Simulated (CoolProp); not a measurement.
C3F8 (R218) along the isotherm 440 K: fugacity coefficient from the reference equation and from simpler models built on Tc = 345.0 K, pc = 26.40 bar, ω = 0.317; each cubic takes its own stable root.

The numbers come from the reference Helmholtz-energy equation of state, Lemmon 2006 in CoolProp. It is a short technical equation, of lower accuracy than the large ones.

| p (bar) | phase | reference | van der Waals | Redlich-Kwong | Soave-Redlich-Kwong |
|---|---|---|---|---|---|
| 22.2 | gas | 0.8917 | 0.8675 | 0.8687 | 0.8943 |
| 44.4 | supercritical | 0.7929 | 0.7421 | 0.7533 | 0.8035 |
| 66.7 | supercritical | 0.7101 | 0.6381 | 0.6600 | 0.7306 |
| 88.9 | supercritical | 0.6493 | 0.5742 | 0.5954 | 0.6782 |
| 111 | supercritical | 0.6082 | 0.5384 | 0.5536 | 0.6432 |
| 133 | supercritical | 0.5819 | 0.5194 | 0.5268 | 0.6211 |
| 156 | supercritical | 0.5654 | 0.5110 | 0.5095 | 0.6076 |
| 178 | supercritical | 0.5573 | 0.5107 | 0.5001 | 0.6016 |
| 200 | supercritical | 0.5549 | 0.5163 | 0.4958 | 0.6008 |
